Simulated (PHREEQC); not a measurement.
A made-up water analysis in mmol/kgw, 70 °C, pH 5.5: Na 196; K 3.69; Ca 1.67; Mg 18.2; Cl 233; S(6) 4.93; Alkalinity (meq/kgw) 0.016.

Cl is adjusted to close the charge balance.
Valence states are taken as typed.

Model: Pitzer model, pitzer.dat, run in PHREEQC.

No solid was allowed to form.

Q: What activity of water does the model give?

A: activity of water 0.993.

Q: In which forms is C present?

A: CO2 81 %, HCO3- 19 % of the C.

Species that the database lacks are ignored. At this temperature some constants are extrapolated from 25 °C, and those without enthalpy data are left unchanged.
